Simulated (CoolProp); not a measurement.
200 sccm (0 °C, 1 atm) of nitrogen bubbles through liquid benzene at 289.7 K and leaves saturated at a total pressure of 0.15 MPa (ideal gas phase). Each further row changes one setting.

The numbers come from the reference Helmholtz-energy equation of state, Thol 2012 in CoolProp.

| case | vapour pressure (kPa) | mole fraction of vapour | delivery (mg/min) | delivery (sccm) | change of delivery for a bath 1 K warmer (%) |
|---|---|---|---|---|---|
| as stated | 8.48 | 0.0565 | 41.7 | 12.0 | 5.4 |
| bath temperature 294.7 K | 10.8 | 0.0720 | 54.1 | 15.5 | 5.2 |
| total pressure 0.3 MPa | 8.48 | 0.0283 | 20.3 | 5.81 | 5.2 |
